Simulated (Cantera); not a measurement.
## Reactions in the system H-N-P

Cantera with NASA thermochemical tables; ideal gases at 1 bar, condensed phases pure. Values are per mole of reaction as written; species without (g) are pure solids or liquids, kept so even where they would boil at 1 bar.

2 PH₃(g) + 2 N(g) = P₂(g) + 2 NH₃(g)

```csv
T (K),ΔH° (kJ),ΔS° (J/K),ΔG° (kJ),log10 K
300,-904.5,-123.6,-867.4,151.02
650,-909.8,-135.2,-821.9,66.05
750,-911.7,-137.9,-808.3,56.29
850,-913.7,-140.4,-794.4,48.81
950,-915.8,-142.7,-780.2,42.90
1050,-917.9,-144.8,-765.8,38.10
1150,-919.9,-146.7,-751.3,34.12
1250,-921.9,-148.3,-736.5,30.78
1350,-923.8,-149.8,-721.6,27.92
1450,-925.7,-151.1,-706.6,25.45
```

P₂(g) + 6 H(g) = 2 PH₃(g)

| T (K) | ΔH° (kJ) | ΔS° (J/K) | ΔG° (kJ) | log10 K |
|---|---|---|---|---|
| 300 | -1440.9 | -486.4 | -1295.0 | 225.48 |
| 650 | -1465.0 | -540.8 | -1113.4 | 89.47 |
| 750 | -1470.0 | -548.1 | -1059.0 | 73.75 |
| 850 | -1474.4 | -553.6 | -1003.9 | 61.69 |
| 950 | -1478.2 | -557.9 | -948.3 | 52.14 |
| 1050 | -1481.6 | -561.2 | -892.3 | 44.39 |
| 1150 | -1484.5 | -563.8 | -836.1 | 37.98 |
| 1250 | -1487.0 | -565.9 | -779.6 | 32.58 |
| 1350 | -1489.2 | -567.6 | -722.9 | 27.97 |
| 1450 | -1491.2 | -569.0 | -666.1 | 23.99 |
